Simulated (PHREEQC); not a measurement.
0.28 g of hydrous ferric oxide (600 m²/g; 0.2 weak and 0.005 strong sites per Fe, Dzombak-Morel constants, diffuse double layer) in 1 kg of water with 0.1 mol/kgw of an inert sodium salt, at 25 °C; the pH is set by adding NaOH or the inert anion's acid. Oxygen alone is held at its pressure in air (log pO2 = -0.68). No CO2 enters from the air. Nothing may precipitate in this run.

Base run: PHREEQC, ion-association model, wateq4f.dat. Each further column changes one thing. The table gives surface charge σ (C/m²).

```json
[
 {"pH": "4", "base": "0.321", "background salt from 0.1 to 0.01 mol/kgw": "0.217", "oxide from 0.28 to 1.4 g/kgw": "0.321", "0.00024 mol/kgw NiCl2 added": "0.321"},
 {"pH": "5", "base": "0.215", "background salt from 0.1 to 0.01 mol/kgw": "0.113", "oxide from 0.28 to 1.4 g/kgw": "0.215", "0.00024 mol/kgw NiCl2 added": "0.215"},
 {"pH": "6.5", "base": "0.074", "background salt from 0.1 to 0.01 mol/kgw": "0.030", "oxide from 0.28 to 1.4 g/kgw": "0.074", "0.00024 mol/kgw NiCl2 added": "___"},
 {"pH": "7.5", "base": "0.022", "background salt from 0.1 to 0.01 mol/kgw": "___", "oxide from 0.28 to 1.4 g/kgw": "0.022", "0.00024 mol/kgw NiCl2 added": "___"},
 {"pH": "8.5", "base": "-0.014", "background salt from 0.1 to 0.01 mol/kgw": "-0.005", "oxide from 0.28 to 1.4 g/kgw": "-0.014", "0.00024 mol/kgw NiCl2 added": "___"},
 {"pH": "9.5", "base": "-0.060", "background salt from 0.1 to 0.01 mol/kgw": "___", "oxide from 0.28 to 1.4 g/kgw": "-0.060", "0.00024 mol/kgw NiCl2 added": "-0.013"},
 {"pH": "11", "base": "-0.190", "background salt from 0.1 to 0.01 mol/kgw": "___", "oxide from 0.28 to 1.4 g/kgw": "-0.190", "0.00024 mol/kgw NiCl2 added": "-0.069"},
 {"pH": "12", "base": "-0.307", "background salt from 0.1 to 0.01 mol/kgw": "-0.229", "oxide from 0.28 to 1.4 g/kgw": "-0.307", "0.00024 mol/kgw NiCl2 added": "-0.148"}
]
```

Question: Complete the blanks.

Answer: 
- 6.5, 0.00024 mol/kgw NiCl2 added: 0.079
- 7.5, background salt from 0.1 to 0.01 mol/kgw: 0.008
- 7.5, 0.00024 mol/kgw NiCl2 added: 0.046
- 8.5, 0.00024 mol/kgw NiCl2 added: 0.019
- 9.5, background salt from 0.1 to 0.01 mol/kgw: -0.024
- 11, background salt from 0.1 to 0.01 mol/kgw: -0.099

 In at least one series the solution becomes supersaturated in solids that the run did not let form, among them Ni(OH)2.
